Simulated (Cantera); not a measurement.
An isothermal, constant-pressure homogeneous reactor starts with N₂O : H₂ : N₂ = 1 : 0.05 : 0.98 (molar parts), at 1325 K and 0.0133 bar.

Model: GRI-Mech 3.0 (53 species, 325 reactions), integrated in Cantera. GRI-Mech 3.0 was tuned for natural gas; its chemistry of N2O as a main component is partial and can be far from experiment. Radical loss at walls, strong at low pressure, is not modelled. The mechanism lacks the step 2 NO + O2 → 2 NO2, which can matter for NO2 below about 1400 K. The temperature is held fixed by assumption; the heat of reaction is taken as removed at once.

**Question.** Predict: x(N₂O) at 100 s; x(H₂) at 100 s; x(NO) at 100 s; x(O₂) at 100 s; x(H₂O) at 100 s; x(HO₂) at 100 s.

**Answer.** 
```json
{
  "x(N₂O) at 100 s": "0.000441 (gas-phase equilibrium 3.36e-9)",
  "x(H₂) at 100 s": "1.39e-7 (gas-phase equilibrium 5.36e-8)",
  "x(NO) at 100 s": "0.0503 (gas-phase equilibrium 0.000444)",
  "x(O₂) at 100 s": "0.164 (gas-phase equilibrium 0.189)",
  "x(H₂O) at 100 s": "0.0200 (gas-phase equilibrium 0.0200)",
  "x(HO₂) at 100 s": "4.81e-9 (gas-phase equilibrium 6.64e-9)"
}
```
